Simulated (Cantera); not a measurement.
A jet of 2.05 % H₂, 7.87 % O₂, 90.1 % N₂, equivalence ratio 0.13 at 300 K and 23.3 Torr hits a platinum plate 4.6 cm away at a mass flux of 0.029 kg/m²/s; the plate temperature is set and raised in steps from an oxygen-covered start.

Model: Deutschmann's 1995 Pt surface mechanism with GRI-Mech 3.0 gas chemistry, integrated in Cantera. Catalytic surfaces can have several steady states; this one follows from the mechanism file's or the stated starting coverage.

One state of this run: wall x H₂ = 0.00131; wall x O₂ = 0.0586; wall x H₂O = 0.0359; wall x OH = 1.71e-8; θ free Pt = 0.225; θ O* = 0.774; θ OH* = 0.00116. x: mole fraction at the wall; θ: surface coverage.

Question: Which value of plate T (K) does it belong to?
(A) 1000
(B) 850
(C) 950
(D) 900

Answer: B, 850
